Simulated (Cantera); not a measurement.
Input: 1 mol PbO, 0.64 mol CO, 0.52 mol N2, equilibrated at 1098.15 K and 1.00 bar.

Cantera equilibrium calculation (NASA polynomials, part measured and part estimated; ideal gas, pure solids and liquids). Candidate condensed phases: C, Pb, PbO, PbO2, Pb3O4; 27 gas species. Mutual solubility and eutectic melting of coexisting phases are not modelled. Kinetics and transport are ignored.

Base state: CO2 0.552, N2 0.448, Pb 0.000117, CO 0.000114 (mole fractions); condensed: Pb(l) + PbO(yellow).

**Question.** What changes in the equilibrium state with this change: temperature from 1098.15 K to 1673.15 K?

**Answer.** 
| species | before | after |
|---|---|---|
| CO2 | 0.552 | 0.454 |
| N2 | 0.448 | 0.371 |
| Pb | 0.000117 | 0.109 |
| PbO | 5.89e-6 | 0.0625 |
| Pb2 | 1.40e-9 | 0.000122 |
| O2 | <1e-9 | 6.55e-5 |
| NO | <1e-9 | 3.17e-5 |
| CO | 0.000114 | 0.00280 |
| Pb(l), mol | 0.640 | 0.483 |
| PbO(yellow), mol | 0.360 | 0 |
| PbO(l), mol | 0 | 0.276 |
Each liquid is taken as pure. Gases not in the tables: (PbO)n polymers.
